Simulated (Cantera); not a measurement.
## Equilibrium for silicon nitride deposition: SiH4 + NH3 + H2

Input: 1 mol SiH4, 35 mol NH3, 2.3 mol H2, held at 2.70 Torr.

Method: chemical equilibrium by Gibbs-energy minimisation in Cantera with the NASA 1993 tables (ideal gas, pure condensed phases). Candidate condensed phases: Si, Si3N4; 18 gas species. Gases not in the tables: Si2H6 and higher silanes. Equilibrium is a limit: real reactors are often held back by kinetics, nucleation or transport.

| T (K) | log p H2 | log p N2 | log p H | log p Si | log p SiH | n Si3N4(s) | n Si(s) | n Si(l) |
|---|---|---|---|---|---|---|---|---|
| 1498 | -2.56 | -3.08 | -6.04 | -8.84 | -9.60 | 0.333 | 0 | 0 |
| 1523 | -2.56 | -3.08 | -5.91 | -8.44 | -9.25 | 0.333 | 0 | 0 |
| 1548 | -2.56 | -3.08 | -5.79 | -8.06 | -8.91 | 0.333 | 0 | 0 |
| 1573 | -2.56 | -3.08 | -5.67 | -7.69 | -8.59 | 0.333 | 0 | 0 |
| 1598 | -2.56 | -3.08 | -5.55 | -7.33 | -8.27 | 0.333 | 0 | 0 |
| 1623 | -2.56 | -3.08 | -5.44 | -6.99 | -7.96 | 0.332 | 0 | 0 |
| 1648 | -2.56 | -3.08 | -5.33 | -6.65 | -7.66 | 0.331 | 0 | 0 |
| 1673 | -2.56 | -3.07 | -5.22 | -6.38 | -7.43 | 0 | 0.989 | 0 |
| 1698 | -2.56 | -3.07 | -5.12 | -6.18 | -7.27 | 0 | 0 | 0.983 |
log p: log10 of the partial pressure in bar; n: condensed amount in mol.

From 1498 K to 1648 K the condensed part is Si3N4(s). At 1673 K the condensed part is Si(s). At 1698 K the condensed part is Si(l). The main Si-bearing gas is Si throughout.
